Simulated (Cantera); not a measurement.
# Equilibrium for calcination and drying: K2SO4 + CO2 + O2

Charge: 1 mol K2SO4, 1.9 mol CO2, 9.8 mol O2, at 2.30 bar.

Cantera equilibrium calculation (NASA polynomials, part measured and part estimated; ideal gas, pure solids and liquids). Candidate condensed phases: C, K, KO2, K2CO3, K2O, K2O2, K2S, K2SO4, S; 26 gas species. Kinetics and transport are ignored.

From 1375 K to 2025 K the condensed part is K2SO4(l). The main K-bearing gas is K2SO4 throughout.

```json
[
 {"T (K)": "1375", "x O2": "0.838", "x CO2": "0.162", "x K2SO4": "1.03e-5", "x K": "4.80e-8", "x SO2": "2.94e-8", "x KO": "1.69e-8", "x O": "3.84e-7", "x CO": "7.40e-8", "n K2SO4(l)": "1.000"},
 {"T (K)": "1425", "x O2": "0.838", "x CO2": "0.162", "x K2SO4": "2.23e-5", "x K": "1.65e-7", "x SO2": "1.02e-7", "x KO": "5.49e-8", "x O": "8.37e-7", "x CO": "1.75e-7", "n K2SO4(l)": "1.000"},
 {"T (K)": "1475", "x O2": "0.838", "x CO2": "0.162", "x K2SO4": "4.54e-5", "x K": "5.20e-7", "x SO2": "3.23e-7", "x KO": "1.65e-7", "x O": "1.73e-6", "x CO": "3.91e-7", "n K2SO4(l)": "0.999"},
 {"T (K)": "1525", "x O2": "0.838", "x CO2": "0.162", "x K2SO4": "8.79e-5", "x K": "1.52e-6", "x SO2": "9.45e-7", "x KO": "4.59e-7", "x O": "3.42e-6", "x CO": "8.28e-7", "n K2SO4(l)": "0.999"},
 {"T (K)": "1575", "x O2": "0.837", "x CO2": "0.162", "x K2SO4": "0.000162", "x K": "4.13e-6", "x SO2": "2.57e-6", "x KO": "1.19e-6", "x O": "6.46e-6", "x CO": "1.67e-6", "n K2SO4(l)": "0.998"},
 {"T (K)": "1625", "x O2": "0.837", "x CO2": "0.162", "x K2SO4": "0.000287", "x K": "1.06e-5", "x SO2": "6.56e-6", "x KO": "2.93e-6", "x O": "1.17e-5", "x CO": "3.22e-6", "n K2SO4(l)": "0.997"},
 {"T (K)": "1675", "x O2": "0.837", "x CO2": "0.162", "x K2SO4": "0.000487", "x K": "2.55e-5", "x SO2": "1.58e-5", "x KO": "6.79e-6", "x O": "2.06e-5", "x CO": "5.98e-6", "n K2SO4(l)": "0.994"},
 {"T (K)": "1725", "x O2": "0.837", "x CO2": "0.162", "x K2SO4": "0.000799", "x K": "5.82e-5", "x SO2": "3.59e-5", "x KO": "1.50e-5", "x O": "3.50e-5", "x CO": "1.07e-5", "n K2SO4(l)": "0.990"},
 {"T (K)": "1775", "x O2": "0.836", "x CO2": "0.162", "x K2SO4": "0.00127", "x K": "0.000127", "x SO2": "7.79e-5", "x KO": "3.15e-5", "x O": "5.77e-5", "x CO": "1.85e-5", "n K2SO4(l)": "0.984"},
 {"T (K)": "1825", "x O2": "0.835", "x CO2": "0.162", "x K2SO4": "0.00195", "x K": "0.000264", "x SO2": "0.000162", "x KO": "6.34e-5", "x O": "9.26e-5", "x CO": "3.10e-5", "n K2SO4(l)": "0.975"},
 {"T (K)": "1875", "x O2": "0.834", "x CO2": "0.162", "x K2SO4": "0.00293", "x K": "0.000528", "x SO2": "0.000322", "x KO": "0.000123", "x O": "0.000145", "x CO": "5.06e-5", "n K2SO4(l)": "0.962"},
 {"T (K)": "1925", "x O2": "0.832", "x CO2": "0.161", "x K2SO4": "0.00429", "x K": "0.00102", "x SO2": "0.000618", "x KO": "0.000229", "x O": "0.000221", "x CO": "8.03e-5", "n K2SO4(l)": "0.942"},
 {"T (K)": "1975", "x O2": "0.829", "x CO2": "0.161", "x K2SO4": "0.00613", "x K": "0.00190", "x SO2": "0.00115", "x KO": "0.000415", "x O": "0.000331", "x CO": "0.000124", "n K2SO4(l)": "0.914"},
 {"T (K)": "2025", "x O2": "0.825", "x CO2": "0.159", "x K2SO4": "0.00858", "x K": "0.00342", "x SO2": "0.00206", "x KO": "0.000726", "x O": "0.000484", "x CO": "0.000188", "n K2SO4(l)": "0.873"}
]
```
x: gas mole fraction; n: condensed amount in mol.
